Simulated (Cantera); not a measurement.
Charge: 1 mol CH3OH, 0.68 mol H2O, 13 mol H2, 0.0099 mol O2, held at 327 °C.

These are equilibrium values from Cantera (NASA tables, ideal gas, pure condensed phases), not measurements of a reactor. Candidate condensed phases: C, C6H6, C7H8, C8H18, H2O; 110 gas species. The ideal-gas law is rough above about 30 bar. The numbers say what is thermodynamically allowed, not how fast it happens.

log p: log10 of the partial pressure in bar; n: condensed amount in mol.

```csv
P (Pa),log p H2,log p H2O,log p CH4,log p CO2,log p CO,n C(graphite)
10,-4.04,-5.43,-6.11,-5.63,-5.70,0.163
56,-3.31,-4.40,-4.65,-5.04,-5.40,0.0261
320,?,?,?,?,?,0
1800,-1.83,-2.68,-2.91,-5.78,-6.38,0
10000,?,?,?,?,?,0
56000,-0.34,-1.19,-1.42,-7.27,-7.87,0
320000,0.42,-0.43,-0.66,-8.02,-8.63,0
1800000,1.17,0.32,0.09,-8.77,-9.38,0
10000000,1.91,1.06,0.83,-9.52,<-10,0
```

Complete the blanks.


- 10000, log p H2: -1.09
- 10000, log p H2O: -1.94
- 10000, log p CH4: -2.17
- 10000, log p CO2: -6.52
- 10000, log p CO: -7.12
- 320, log p H2: -2.58
- 320, log p H2O: -3.46
- 320, log p CH4: -3.68
- 320, log p CO2: -5.11
- 320, log p CO: -5.68
